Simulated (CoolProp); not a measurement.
Vapour-liquid equilibrium of R134a (1) + R142b (2) at -10.15 °C; x and y are mole fractions of (1).

Computed with CoolProp (multi-fluid Helmholtz-energy mixture model, Tillner-Roth 1994 and Lemmon 2006; pair parameters Bell 2016).

| x | bubble pressure (kPa) | y at the bubble point | dew pressure at overall composition x (kPa) | liquid density (mol/L) |
|---|---|---|---|---|
| 0.05 | 104.2 | 0.111 | 100.2 | 11.94 |
| 0.125 | 114.2 | 0.248 | 105.1 | 12.01 |
| 0.2 | 123.8 | 0.361 | 110.5 | 12.08 |
| 0.275 | 132.9 | 0.455 | 116.4 | 12.16 |
| 0.35 | 141.5 | 0.535 | 122.8 | 12.23 |
| 0.425 | 149.6 | 0.605 | 129.9 | 12.31 |
| 0.5 | 157.2 | 0.667 | 137.6 | 12.39 |
| 0.575 | 164.5 | 0.724 | 146.0 | 12.47 |
| 0.65 | 171.3 | 0.776 | 155.1 | 12.56 |
| 0.725 | 177.9 | 0.825 | 164.7 | 12.65 |
| 0.8 | 184.1 | 0.873 | 174.6 | 12.74 |
| 0.875 | 190.0 | 0.920 | 184.4 | 12.84 |
| 0.95 | 195.7 | 0.967 | 193.7 | 12.94 |

No azeotrope shows between x = 0.05 and 0.95.

The pair parameters rest on a limited set of measurements; away from them the model extrapolates.
